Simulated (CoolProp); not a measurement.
The fluid at 293.15 K and 0.114 MPa flows at 0.33 m/s in a round tube of 20 mm bore and 45 µm roughness, fully developed (64/Re and Nu = 3.66 if laminar; Colebrook and Gnielinski if turbulent). The same conditions are run with several fluids, on thermodynamics alone (safety and materials aside).

Computed with CoolProp (reference Helmholtz-energy equation of state of each fluid (R236EA: Rui 2013; normal hydrogen: Leachman 2009; CH2F2 (R32): Tillner-Roth 1997; propane: Lemmon 2009; nitrogen: Span 2000)).

### Question
Rank R236EA, normal hydrogen, CH2F2 (R32), propane, nitrogen by Reynolds number, highest first.

### Answer
R236EA (4580), propane (1730), CH2F2 (R32) (1240), nitrogen (492), normal hydrogen (70.7)

```
fluid            Darcy friction factor  pressure drop (Pa/m)  heat-transfer coefficient (W/(m² K))  mass flow (kg/h)
---------------  ---------------------  --------------------  ------------------------------------  ----------------
R236EA                          0.0407                 0.822                                  10.8              2.77
normal hydrogen                  0.905                 0.232                                  33.6            0.0352
CH2F2 (R32)                     0.0516                 0.347                                  2.43             0.922
propane                         0.0369                 0.211                                  3.25             0.785
nitrogen                         0.130                 0.464                                  4.66             0.489
```

Transport values come from each fluid's own correlations; those of R236EA, CH2F2 (R32) are estimates that may be off by 10 % or more.
